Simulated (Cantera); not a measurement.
Feed: 1 mol C2F6, 0.019 mol HCl, 0.13 mol H2, equilibrated at 0.000490 bar.

Equilibrium computed with Cantera from the NASA thermochemical tables; the gas is ideal and each condensed phase is pure. Candidate condensed phases: C, C6H6, C7H8, C8H18; 118 gas species. The feed counts by its element totals alone. Gases not in the tables: C2F6 and larger saturated fluorocarbons. Equilibrium is a limit: real reactors are often held back by kinetics, nucleation or transport.

Question: At 1450 °C, list the 7 most abundant gas species with their mole fractions, and the condensed phases.

Answer: CF4 0.785, HF 0.157, CF2 0.0308, F 0.0151, Cl 0.0107, CF3 0.00184, CClF3 1.81e-5. Condensed: C(graphite).
